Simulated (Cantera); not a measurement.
A perfectly stirred reactor is fed with 9.87 % NH3, 90.1 % H2, at 0.500 bar; it is held at 2300 K, and followed from long to short residence time.

Model: the gas-phase N/H chemistry of the illustrative SiF4/NH3 mechanism in the Surface Chemkin manual (1991), integrated in Cantera. Walls and surfaces, which speed up NH3 decomposition in real reactors, are not modelled.

Question: Predict: x(NH3) at τ = 1.20 s; x(H2) at τ = 1.20 s; x(N) at τ = 1.20 s; x(NH) at τ = 1.20 s; x(NH3) at τ = 0.110 s; x(H2) at τ = 0.110 s; x(N) at τ = 0.110 s; x(NH) at τ = 0.110 s.

Answer: 
- x(NH3) at τ = 1.20 s: 0.000472
- x(H2) at τ = 1.20 s: 0.942
- x(N) at τ = 1.20 s: 4.04e-6
- x(NH) at τ = 1.20 s: 6.30e-6
- x(NH3) at τ = 0.110 s: 0.00232
- x(H2) at τ = 0.110 s: 0.944
- x(N) at τ = 0.110 s: 9.93e-6
- x(NH) at τ = 0.110 s: 1.95e-5
